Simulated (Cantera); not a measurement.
An isothermal, constant-pressure homogeneous reactor starts with H₂ : O₂ : N₂ = 0.88 : 1 : 15 (molar parts), equivalence ratio 0.44, at 1423 K and 0.670 bar.

Cantera simulation using the H2/O2 subset of GRI-Mech 3.0, which has no nitrogen chemistry; the numbers are that mechanism's predictions, not measurements. The temperature is held fixed by assumption; the heat of reaction is taken as removed at once.

x: mole fraction; the columns are a selection and need not sum to one.

```json
[
 {"t (s)": "0.000700", "x H₂": "0.000864", "x O₂": "0.0338", "x OH": "?", "x H₂O₂": "4.90e-7", "x O": "0.00108", "x H": "0.000803"},
 {"t (s)": "0.00242", "x H₂": "7.10e-5", "x O₂": "0.0340", "x OH": "?", "x H₂O₂": "1.15e-7", "x O": "8.56e-5", "x H": "1.78e-5"},
 {"t (s)": "0.00839", "x H₂": "7.32e-6", "x O₂": "0.0340", "x OH": "?", "x H₂O₂": "2.18e-8", "x O": "9.32e-6", "x H": "6.37e-7"},
 {"t (s)": "0.0290", "x H₂": "1.32e-6", "x O₂": "0.0341", "x OH": "?", "x H₂O₂": "5.14e-9", "x O": "1.76e-6", "x H": "5.18e-8"},
 {"t (s)": "0.101", "x H₂": "3.75e-7", "x O₂": "0.0341", "x OH": "?", "x H₂O₂": "1.66e-9", "x O": "5.08e-7", "x H": "8.16e-9"},
 {"t (s)": "0.348", "x H₂": "2.31e-7", "x O₂": "0.0341", "x OH": "2.00e-5", "x H₂O₂": "1.07e-9", "x O": "3.10e-7", "x H": "3.99e-9"},
 {"t (s)": "1.21", "x H₂": "2.28e-7", "x O₂": "0.0341", "x OH": "1.99e-5", "x H₂O₂": "1.05e-9", "x O": "3.06e-7", "x H": "3.90e-9"},
 {"t (s)": "4.17", "x H₂": "2.28e-7", "x O₂": "0.0341", "x OH": "1.99e-5", "x H₂O₂": "1.05e-9", "x O": "3.06e-7", "x H": "3.90e-9"},
 {"t (s)": "14.4", "x H₂": "2.28e-7", "x O₂": "0.0341", "x OH": "1.99e-5", "x H₂O₂": "1.05e-9", "x O": "3.06e-7", "x H": "3.90e-9"},
 {"t (s)": "50.0", "x H₂": "2.28e-7", "x O₂": "0.0341", "x OH": "1.99e-5", "x H₂O₂": "1.05e-9", "x O": "3.06e-7", "x H": "3.90e-9"}
]
```

Task: What belongs in the gaps?

Result: 
- 0.000700, x OH: 0.00117
- 0.00242, x OH: 0.000330
- 0.00839, x OH: 0.000110
- 0.0290, x OH: 4.77e-5
- 0.101, x OH: 2.56e-5
